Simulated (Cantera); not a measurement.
An isothermal, constant-pressure homogeneous reactor starts with C2H6 : H2 = 1 : 27 (molar parts), at 1600 K and 10.00 Torr.

Detailed kinetics in Cantera: GRI-Mech 3.0 (53 species, 325 reactions). GRI-Mech 3.0 stops at C3 and has no aromatics, soot or wall deposition, so with more carbon than oxygen in the feed, carbon stays in small species such as C2H2 where larger ones or solid carbon would form. Radical loss at walls, strong at low pressure, is not modelled.

x: mole fraction; the columns are a selection and need not sum to one.

```json
[
 {"t (s)": "7.00e-6", "x C2H6": "0.0356", "x H2": "0.964", "x C2H4": "7.49e-8", "x CH2": "1.59e-10", "x CH3": "?", "x C2H": "<1e-12", "x C2H2": "<1e-12"},
 {"t (s)": "2.93e-5", "x C2H6": "0.0353", "x H2": "0.964", "x C2H4": "1.14e-5", "x CH2": "1.21e-8", "x CH3": "?", "x C2H": "<1e-12", "x C2H2": "6.76e-10"},
 {"t (s)": "0.000122", "x C2H6": "0.0326", "x H2": "0.962", "x C2H4": "0.000845", "x CH2": "5.16e-7", "x CH3": "?", "x C2H": "4.19e-12", "x C2H2": "1.70e-6"},
 {"t (s)": "0.000512", "x C2H6": "0.0126", "x H2": "0.949", "x C2H4": "0.00835", "x CH2": "5.72e-6", "x CH3": "?", "x C2H": "4.80e-9", "x C2H2": "0.000518"},
 {"t (s)": "0.00214", "x C2H6": "4.47e-5", "x H2": "0.941", "x C2H4": "0.00587", "x CH2": "3.58e-6", "x CH3": "?", "x C2H": "7.17e-8", "x C2H2": "0.00729"},
 {"t (s)": "0.00895", "x C2H6": "1.63e-5", "x H2": "0.943", "x C2H4": "0.00129", "x CH2": "1.09e-6", "x CH3": "?", "x C2H": "5.95e-8", "x C2H2": "0.0125"},
 {"t (s)": "0.0374", "x C2H6": "7.17e-6", "x H2": "0.945", "x C2H4": "0.000227", "x CH2": "3.22e-7", "x CH3": "?", "x C2H": "3.46e-8", "x C2H2": "0.0143"},
 {"t (s)": "0.156", "x C2H6": "3.24e-6", "x H2": "0.946", "x C2H4": "0.000111", "x CH2": "1.11e-7", "x CH3": "?", "x C2H": "2.13e-8", "x C2H2": "0.0153"},
 {"t (s)": "0.654", "x C2H6": "2.37e-6", "x H2": "0.948", "x C2H4": "8.88e-5", "x CH2": "8.89e-8", "x CH3": "?", "x C2H": "2.25e-8", "x C2H2": "0.0172"},
 {"t (s)": "2.74", "x C2H6": "1.20e-6", "x H2": "0.954", "x C2H4": "6.36e-5", "x CH2": "6.95e-8", "x CH3": "?", "x C2H": "3.07e-8", "x C2H2": "0.0223"},
 {"t (s)": "11.4", "x C2H6": "2.14e-7", "x H2": "0.961", "x C2H4": "4.66e-5", "x CH2": "3.46e-8", "x CH3": "?", "x C2H": "4.38e-8", "x C2H2": "0.0289"},
 {"t (s)": "47.8", "x C2H6": "1.71e-8", "x H2": "0.965", "x C2H4": "4.60e-5", "x CH2": "1.05e-8", "x CH3": "?", "x C2H": "5.15e-8", "x C2H2": "0.0321"},
 {"t (s)": "200", "x C2H6": "3.05e-9", "x H2": "0.966", "x C2H4": "4.68e-5", "x CH2": "3.65e-9", "x CH3": "?", "x C2H": "5.32e-8", "x C2H2": "0.0329"}
]
```

Task: Complete the blanks.

Result: 
- 7.00e-6, x CH3: 0.000160
- 2.93e-5, x CH3: 0.000559
- 0.000122, x CH3: 0.00160
- 0.000512, x CH3: 0.00485
- 0.00214, x CH3: 0.00244
- 0.00895, x CH3: 0.00117
- 0.0374, x CH3: 0.000580
- 0.156, x CH3: 0.000321
- 0.654, x CH3: 0.000269
- 2.74, x CH3: 0.000195
- 11.4, x CH3: 8.50e-5
- 47.8, x CH3: 2.37e-5
- 200, x CH3: 8.13e-6
